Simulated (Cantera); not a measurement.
Input: 1 mol Al(CH3)3, a varied amount of NH3, 530 mol N2, at 1.00 bar.

Method: chemical equilibrium by Gibbs-energy minimisation in Cantera with the NASA 1993 tables (ideal gas, pure condensed phases). Candidate condensed phases: Al, AlN, C, C6H6, C7H8, C8H18; 97 gas species. The feed counts by its element totals alone. Equilibrium is a limit: real reactors are often held back by kinetics, nucleation or transport.

Problem. What condenses at these points (T in K, n(NH3) in mol): (1623, 40); (1623, 8.1); (1023, 430); (2223, 190); (1173, 40); (2223, 40)?

Solution. 
```json
[
 {"T (K)": "1623", "n(NH3) in mol": "40", "condensed phases": "AlN + C", "Al condensed (%)": "100.0"},
 {"T (K)": "1623", "n(NH3) in mol": "8.1", "condensed phases": "AlN + C", "Al condensed (%)": "100.0"},
 {"T (K)": "1023", "n(NH3) in mol": "430", "condensed phases": "AlN", "Al condensed (%)": "100.0"},
 {"T (K)": "2223", "n(NH3) in mol": "190", "condensed phases": "gas only", "Al condensed (%)": "0.0"},
 {"T (K)": "1173", "n(NH3) in mol": "40", "condensed phases": "AlN + C", "Al condensed (%)": "100.0"},
 {"T (K)": "2223", "n(NH3) in mol": "40", "condensed phases": "AlN", "Al condensed (%)": "36.9"}
]
```
